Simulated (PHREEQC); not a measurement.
Consider water at 13 °C with 0.014 mol/kgw CO2 and 4e-05 mol/kgw CdBr2. Closed to the air; pH follows from the charge balance.

Model: ion-association model, phreeqc.dat, run in PHREEQC.

This is a speciation only: nothing precipitates in the calculation.

Task: What pH, ionic strength does the model give?

Result: pH 4.15; ionic strength 0.000191 mol/kgw.

Task: In which forms is Cd present?

Result: Cd+2 99 %, CdBr+ 1.2 % of the Cd.

Complexes and solids missing from the database can't appear. Away from 25 °C the constants follow the database's enthalpies or fits; those with neither stay at their 25 °C values.
